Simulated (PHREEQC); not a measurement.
HCl is added in steps, without added water, to 1 kg of water holding 0.039 mol/kgw CaCl2, 0.051 mol/kgw BaBr2 and 0.0075 mol/kgw Sr(OH)2, at 20 °C. O2 is buffered at 0.21 atm. No CO2 enters from the air. Solids allowed: Portlandite. Others were left out.

Base run: PHREEQC, ion-association model, wateq4f.dat. Each further column changes one thing. The table gives pH.

```
HCl added (mol)   base  all activity coefficients set to 1
---------------  -----  ----------------------------------
0                12.06                               12.02
0.004833         11.89                                   …
0.009667         11.60                                   …
0.01692           2.82                                   …
0.02175           2.28                                2.17
0.02658           2.04                                1.94
0.03142           1.89                                1.78
0.03625           1.78                                1.67
0.04108           1.69                                1.58
0.04833           1.58                                1.48
0.05317           1.53                                1.42
0.058             1.47                                1.37
```

Question: What belongs in the gaps?

Answer: 
- 0.004833, all activity coefficients set to 1: 11.84
- 0.009667, all activity coefficients set to 1: 11.55
- 0.01692, all activity coefficients set to 1: 2.72
